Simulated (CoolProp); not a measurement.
Vapour pressure (kPa) of n-perfluorobutane: the reference equation beside estimates from Tc = 386.3 K, pc = 2322 kPa, ω = 0.372. Clausius-Clapeyron is anchored at 253.8 K with a constant enthalpy of vaporisation of 24.55 kJ/mol.

Model: reference Helmholtz-energy equation of state, Gao 2022, in CoolProp.

| T (K) | reference | Lee-Kesler | Clausius-Clapeyron | van der Waals | Soave-Redlich-Kwong | Peng-Robinson |
|---|---|---|---|---|---|---|
| 241.8 | 26.07 | 26.02 | 26.73 | 256.4 | 26.15 | 26.68 |
| 244.2 | 29.58 | 29.53 | 30.14 | 270.8 | 29.65 | 30.19 |
| 246.6 | 33.46 | 33.40 | 33.90 | 285.8 | 33.51 | 34.05 |
| 249 | 37.74 | 37.68 | 38.05 | 301.3 | 37.78 | 38.31 |
| 251.4 | 42.45 | 42.39 | 42.61 | 317.4 | 42.47 | 42.98 |
| 253.8 | 47.62 | 47.56 | 47.62 | 334.1 | 47.62 | 48.11 |
| 256.2 | 53.27 | 53.21 | 53.10 | 351.3 | 53.26 | 53.71 |
| 258.6 | 59.44 | 59.39 | 59.09 | 369.1 | 59.42 | 59.82 |
| 261 | 66.16 | 66.13 | 65.64 | 387.5 | 66.13 | 66.47 |
| 263.3 | 73.14 | 73.13 | 72.45 | 405.7 | 73.11 | 73.39 |
| 265.7 | 81.04 | 81.05 | 80.18 | 425.2 | 81.01 | 81.20 |
| 268.1 | 89.58 | 89.63 | 88.56 | 445.4 | 89.57 | 89.65 |
| 270.5 | 98.81 | 98.91 | 97.65 | 466.2 | 98.82 | 98.79 |
| 272.9 | 108.8 | 108.9 | 107.5 | 487.6 | 108.8 | 108.6 |

Absolute difference from the reference over all 14 rows, mean and median: Lee-Kesler 0.1 and 0.1 %, Clausius-Clapeyron 1.0 and 1.0 %, van der Waals 568.8 and 540.2 %, Soave-Redlich-Kwong 0.1 and 0.0 %, Peng-Robinson 0.9 and 0.7 %.
